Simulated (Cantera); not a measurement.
Charge: 1 mol BCl3, a varied amount of N2, at 53.3 Torr.

Equilibrium computed with Cantera from the NASA thermochemical tables; the gas is ideal and each condensed phase is pure. Candidate condensed phases: B, BN; 10 gas species. N2 is the only nitrogen source here; it is nearly inert below about 1500 K, so the nitride shown seldom forms there in practice. The tables' values for BCl2 are old estimates. The numbers say what is thermodynamically allowed, not how fast it happens.

Stable condensed phases, one row left out:

```
T in K \ n(N2) in mol
         1.7 2.5 3.3 4.1 4.9 5.6 6.4 7.2   8 8.7
   2150    A   A   A   A   A   A   A   A   A   A
   2050    A   A   A   A   A   A   A   A   A   A
   1950    A   A   A   A   A   A   A   A   A   A
   1850    A   A   A   A   A   A   A   A   A   A
   1650    B   B   B   B   B   B   B   B   B   B
   1550    B   B   B   B   B   B   B   B   B   B
   1450    B   B   B   B   B   B   B   B   B   B
   1350    A   B   B   B   B   B   B   B   B   B
   1250    A   A   A   A   A   A   A   A   A   A
   1150    A   A   A   A   A   A   A   A   A   A
   1050    A   A   A   A   A   A   A   A   A   A
```

A: gas only; B: BN.

Problem. Give the row for 1750 K.

Solution. 1.7: gas only; 2.5: gas only; 3.3: gas only; 4.1: BN; 4.9: BN; 5.6: BN; 6.4: BN; 7.2: BN; 8: BN; 8.7: BN.
